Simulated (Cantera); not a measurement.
Cantera run, input and output.

```python
import numpy as np
import cantera as ct

gas = ct.Solution("gri30.yaml")
gas.TPX = 1975, 15000, {'C2H4': 1, 'H2': 10}
reactor = ct.IdealGasConstPressureReactor(gas, energy="off", clone=False)
net = ct.ReactorNet([reactor])
net.rtol, net.atol = 1e-08, 1e-18
show = ['C2H4', 'H2', 'C2H6', 'CH4', 'C2H', 'CH2']
times = np.geomspace(5e-05, 90, 12)

steps = ct.SolutionArray(gas, extra=["t"])
rows = []
print(f"{'t/s':>10s}{'T/K':>9s}{'P/Pa':>11s}" + "".join(f"{s:>11s}" for s in show))
for t in times:
    while net.time < t:
        t_next = net.step()
        steps.append(gas.state, t=t_next)
    rows.append([np.interp(t, steps.t, y) for y in (steps.T, steps.P, *steps(*show).X.T)])
    print(f"{t:10.3e}{rows[-1][0]:9.1f}{rows[-1][1]:11.4g}" + "".join(f"{x:11.3e}" for x in rows[-1][2:]))
rate = np.gradient(steps.T, steps.t)
print("integrator steps:", len(steps.t))
if steps.T.max() > steps.T[0] + 200:
    print(f"time of steepest temperature rise: {steps.t[rate.argmax()]:.4e} s")
gas.TPX = 1975, 15000, {'C2H4': 1, 'H2': 10}
gas.equilibrate("TP")
print(f"equilibrium (TP): T = {gas.T:.1f} K  " + "  ".join(f"{s} {gas[s].X[0]:.3e}" for s in show))
```

It prints:

```
       t/s      T/K       P/Pa       C2H4         H2       C2H6        CH4        C2H        CH2
 5.000e-05   1975.0    1.5e+04  8.200e-02  9.098e-01  1.837e-07  1.184e-06  1.268e-08  4.379e-08
 1.852e-04   1975.0    1.5e+04  5.761e-02  9.116e-01  3.520e-07  1.302e-05  1.393e-07  9.668e-08
 6.859e-04   1975.0    1.5e+04  1.129e-02  9.153e-01  1.081e-07  4.967e-05  5.701e-07  3.310e-08
 2.541e-03   1975.0    1.5e+04  1.097e-04  9.155e-01  1.911e-09  6.139e-05  1.816e-06  3.450e-09
 9.411e-03   1975.0    1.5e+04  9.025e-05  9.138e-01  2.076e-09  7.360e-05  4.590e-06  2.115e-08
 3.486e-02   1975.0    1.5e+04  8.765e-05  9.133e-01  2.224e-09  1.522e-04  5.307e-06  5.534e-08
 1.291e-01   1975.0    1.5e+04  8.756e-05  9.131e-01  3.699e-09  4.012e-04  5.298e-06  1.418e-07
 4.782e-01   1975.0    1.5e+04  8.750e-05  9.130e-01  6.583e-09  6.564e-04  5.287e-06  2.295e-07
 1.771e+00   1975.0    1.5e+04  8.750e-05  9.130e-01  6.735e-09  6.672e-04  5.286e-06  2.332e-07
 6.560e+00   1975.0    1.5e+04  8.750e-05  9.130e-01  6.735e-09  6.672e-04  5.286e-06  2.332e-07
 2.430e+01   1975.0    1.5e+04  8.750e-05  9.130e-01  6.735e-09  6.672e-04  5.286e-06  2.332e-07
 9.000e+01   1975.0    1.5e+04  8.750e-05  9.130e-01  6.735e-09  6.672e-04  5.286e-06  2.332e-07
integrator steps: 921
equilibrium (TP): T = 1975.0 K  C2H4 8.750e-05  H2 9.130e-01  C2H6 6.737e-09  CH4 6.673e-04  C2H 5.286e-06  CH2 2.332e-07
```

Model: GRI-Mech 3.0 (53 species, 325 reactions), integrated in Cantera. GRI-Mech 3.0 was tuned for natural gas; its chemistry of ethylene as a main component is partial and can be far from experiment. GRI-Mech 3.0 stops at C3 and has no aromatics, soot or wall deposition, so with more carbon than oxygen in the feed, carbon stays in small species such as C2H2 where larger ones or solid carbon would form.
